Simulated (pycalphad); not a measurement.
Computed with pycalphad from the COST 507 light-alloy database (1999), at 1 atm. These are 1990s assessments: newer ones move some temperatures and phases. Phase fractions are per mole of atoms.

Question: Give the equilibrium state of Si-2.23Zr (at.%) at 1400 K.

Answer: diamond (Si), fraction 0.933, with no Zr at.%; SI2ZR, fraction 0.067, with 33.3 Zr at.%.

Question: Give the equilibrium state of Si-2.23Zr (at.%) at 1650 K.

Answer: diamond (Si), fraction 0.605, with no Zr at.%; liquid, fraction 0.395, with 5.6 Zr at.%.

Database names, with the compositions (at.%) that they take in these runs: SI2ZR: Si 67 Zr 33. An entry "none" or "no" means that the model of the phase leaves that element out.
